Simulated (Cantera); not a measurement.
A Cantera script and its output.

```python
import numpy as np
import cantera as ct

surf = ct.Interface("diamond.yaml", "diamond_100")
gas, bulk = surf.adjacent["gas"], surf.adjacent["diamond"]
k = surf.kinetics_species_index(bulk.species_names[0])
cover = ["c6HH", "c6H*", "c6*H", "c6**", "c6HM", "c6B"]

rows, drift = [], 0.0
print(f"{'P':>10s}{'um/h':>11s}" + "".join(f"{s:>11s}" for s in cover))
for v in [550, 870, 1400, 2200, 3400, 5400, 8500, 13000]:
    T, P, xH, xCH3 = 1123, v, 0.0036, 0.0016
    gas.TPX = T, P, {"H": xH, "CH3": xCH3, "CH4": 0.0039, "H2": 1 - xH - xCH3 - 0.0039}
    surf.TP = bulk.TP = T, P
    surf.coverages = "c6H*:0.1, c6HH:0.9"
    surf.advance_coverages(100.0)
    before = surf.coverages
    surf.advance_coverages(100.0)
    drift = max(drift, np.max(np.abs(surf.coverages - before) / (surf.coverages + 1e-9)))
    rate = surf.net_production_rates[k] * bulk.mean_molecular_weight / bulk.density * 3.6e9
    rows.append([rate, *surf[cover].coverages])
    print(f"{v:10.4g}{rate:11.4e}" + "".join(f"{x:11.3e}" for x in rows[-1][1:]))
```

Result:

```
         P       um/h       c6HH       c6H*       c6*H       c6**       c6HM        c6B
       550 1.0810e+00  4.843e-01  2.929e-02  4.405e-01  1.761e-02  1.622e-02  2.933e-09
       870 2.2724e+00  4.788e-01  2.894e-02  4.351e-01  1.740e-02  2.373e-02  6.166e-09
      1400 4.8886e+00  4.714e-01  2.845e-02  4.277e-01  1.710e-02  3.395e-02  1.327e-08
      2200 9.9073e+00  4.628e-01  2.789e-02  4.192e-01  1.676e-02  4.571e-02  2.688e-08
      3400 1.8948e+01  4.537e-01  2.730e-02  4.102e-01  1.640e-02  5.815e-02  5.142e-08
      5400 3.6213e+01  4.441e-01  2.668e-02  4.007e-01  1.602e-02  7.132e-02  9.827e-08
      8500 6.5526e+01  4.356e-01  2.614e-02  3.923e-01  1.569e-02  8.298e-02  1.778e-07
   1.3e+04 1.1037e+02  4.290e-01  2.574e-02  3.857e-01  1.543e-02  9.206e-02  2.995e-07
```

Computed with Cantera and the Harris–Goodwin 1993 mechanism for the reconstructed diamond (100) surface.
